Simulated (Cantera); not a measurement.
An adiabatic, constant-volume homogeneous reactor starts with 15.1 % H2, 15.1 % O2, 56.6 % N2, 13.3 % H2O, equivalence ratio 0.50, at 1650 K and 3750 Torr.

Detailed kinetics in Cantera: the H2/O2 subset of GRI-Mech 3.0, which has no nitrogen chemistry. The hydrogen kinetics of GRI-Mech 3.0 are dated; newer H2 mechanisms differ, most at raised pressure.

Q: Predict: time of steepest temperature rise; temperature at 7.00 s; equilibrium temperature; x(H2) at 7.00 s; x(O2) at 7.00 s; x(H2O) at 7.00 s; x(HO2) at 7.00 s; x(OH) at 7.00 s; x(H) at 7.00 s; x(O) at 7.00 s.

A: 
```json
{
 "time_of_steepest_temperature_rise": "2.27 µs",
 "temperature at 7.00 s": "2680 K",
 "equilibrium_temperature": "2680 K",
 "x(H2) at 7.00 s": "0.00509 (gas-phase equilibrium 0.00509)",
 "x(O2) at 7.00 s": "0.0769 (gas-phase equilibrium 0.0769)",
 "x(H2O) at 7.00 s": "0.288 (gas-phase equilibrium 0.288)",
 "x(HO2) at 7.00 s": "2.93e-5 (gas-phase equilibrium 2.93e-5)",
 "x(OH) at 7.00 s": "0.0195 (gas-phase equilibrium 0.0195)",
 "x(H) at 7.00 s": "0.00138 (gas-phase equilibrium 0.00138)",
 "x(O) at 7.00 s": "0.00336 (gas-phase equilibrium 0.00336)"
}
```
